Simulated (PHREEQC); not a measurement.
0.041 g of hydrous ferric oxide (600 m²/g; 0.2 weak and 0.005 strong sites per Fe, Dzombak-Morel constants, diffuse double layer) in 1 kg of water with 0.05 mol/kgw of an inert sodium salt and 7.3e-07 mol/kgw NaH2PO4, at 25 °C; the pH is set by adding NaOH or the inert anion's acid. O2 is buffered at 0.21 atm. The system is closed to CO2. No solid was allowed to form.

Base run: PHREEQC, ion-association model, wateq4f.dat. Each further column changes one thing. The table gives surface charge σ (C/m²).

```json
[
 {"pH": "3", "base": "0.353", "background salt from 0.05 to 0.005 mol/kgw": "0.299", "oxide from 0.041 to 0.21 g/kgw": "0.356"},
 {"pH": "4.12", "base": "0.278", "background salt from 0.05 to 0.005 mol/kgw": "0.167", "oxide from 0.041 to 0.21 g/kgw": "0.281"},
 {"pH": "4.88", "base": "0.192", "background salt from 0.05 to 0.005 mol/kgw": "0.097", "oxide from 0.041 to 0.21 g/kgw": "0.194"},
 {"pH": "6", "base": "0.087", "background salt from 0.05 to 0.005 mol/kgw": "0.037", "oxide from 0.041 to 0.21 g/kgw": "0.089"},
 {"pH": "7.12", "base": "0.029", "background salt from 0.05 to 0.005 mol/kgw": "0.010", "oxide from 0.041 to 0.21 g/kgw": "0.029"},
 {"pH": "7.88", "base": "0.005", "background salt from 0.05 to 0.005 mol/kgw": "0.002", "oxide from 0.041 to 0.21 g/kgw": "0.006"},
 {"pH": "9", "base": "-0.026", "background salt from 0.05 to 0.005 mol/kgw": "-0.009", "oxide from 0.041 to 0.21 g/kgw": "-0.026"}
]
```

H3PO4, which wateq4f.dat lacks, is added to it with the constant of phreeqc.dat. The oxide is taken as insoluble; below pH 4 it would dissolve.
